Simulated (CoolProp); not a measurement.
cis-2-butene along the isobar 5930 kPa: density (kg/m³) from the reference equation and from simpler models built on Tc = 435.8 K, pc = 4236 kPa, ω = 0.202; each cubic takes its own stable root.

Computed with CoolProp (reference Helmholtz-energy equation of state, Lemmon 2005). It is a short technical equation, of lower accuracy than the large ones.

```json
[
 {"T (K)": "156.8", "phase": "liquid", "reference": "769.2", "van der Waals": "[?]", "Soave-Redlich-Kwong": "692.6"},
 {"T (K)": "180.5", "phase": "liquid", "reference": "745.2", "van der Waals": "455.3", "Soave-Redlich-Kwong": "678.1"},
 {"T (K)": "204.2", "phase": "liquid", "reference": "[?]", "van der Waals": "444.6", "Soave-Redlich-Kwong": "662.1"},
 {"T (K)": "227.9", "phase": "liquid", "reference": "697.5", "van der Waals": "433.3", "Soave-Redlich-Kwong": "644.5"},
 {"T (K)": "251.6", "phase": "liquid", "reference": "673.4", "van der Waals": "421.3", "Soave-Redlich-Kwong": "[?]"},
 {"T (K)": "275.3", "phase": "liquid", "reference": "648.6", "van der Waals": "408.5", "Soave-Redlich-Kwong": "603.2"},
 {"T (K)": "299", "phase": "liquid", "reference": "622.8", "van der Waals": "394.9", "Soave-Redlich-Kwong": "579.0"},
 {"T (K)": "322.7", "phase": "liquid", "reference": "595.5", "van der Waals": "380.1", "Soave-Redlich-Kwong": "[?]"},
 {"T (K)": "346.3", "phase": "liquid", "reference": "566.2", "van der Waals": "[?]", "Soave-Redlich-Kwong": "521.0"}
]
```

Fill in the missing entries.


- 156.8, van der Waals: 465.6
- 204.2, reference: 721.4
- 251.6, Soave-Redlich-Kwong: 624.9
- 322.7, Soave-Redlich-Kwong: 551.8
- 346.3, van der Waals: 363.9
